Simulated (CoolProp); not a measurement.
The numbers come from the reference Helmholtz-energy equation of state, Gao 2016 in CoolProp.

### Question
For sulfur dioxide, give the phase and the speed of sound (m/s) at 389.6 K and 0.412 MPa; 413.3 K and 0.412 MPa; 460.6 K and 0.412 MPa.

### Answer
- 389.6 K and 0.412 MPa: gas; speed of sound 246
- 413.3 K and 0.412 MPa: gas; speed of sound 254
- 460.6 K and 0.412 MPa: gas; speed of sound 268
